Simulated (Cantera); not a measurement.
Cantera with NASA thermochemical tables; ideal gases at 1 bar, condensed phases pure. Values are per mole of reaction as written; species without (g) are pure solids or liquids, kept so even where they would boil at 1 bar. TiC: taken at fixed stoichiometry.

4 TiCl3 + 2 C2H4(g) → 3 TiCl4(g) + C3H8(g) + TiC, with ΔH° = 203.6 kJ and ΔS° = 361.1 J/K at 300 K.

### Question
How far is the shortcut ΔG° ≈ ΔH°(300 K) − T·ΔS°(300 K) from the full temperature-dependent value at 375, 425, 475, 525, 575, 625, 675, 725 K?

### Answer
| T (K) | shortcut (kJ) | full (kJ) | difference (kJ) | difference in log10 K |
|---|---|---|---|---|
| 375 | 68.1 | 68.8 | -0.7 | 0.09 |
| 425 | 50.1 | 51.8 | -1.7 | 0.21 |
| 475 | 32.0 | 35.1 | -3.1 | 0.34 |
| 525 | 14.0 | 18.8 | -4.8 | 0.48 |
| 575 | -4.1 | 2.8 | -6.9 | 0.62 |
| 625 | -22.1 | -13.0 | -9.1 | 0.76 |
| 675 | -40.2 | -28.5 | -11.7 | 0.90 |
| 725 | -58.2 | -43.8 | -14.4 | 1.04 |
The shortcut ignores the heat-capacity change of the reaction.
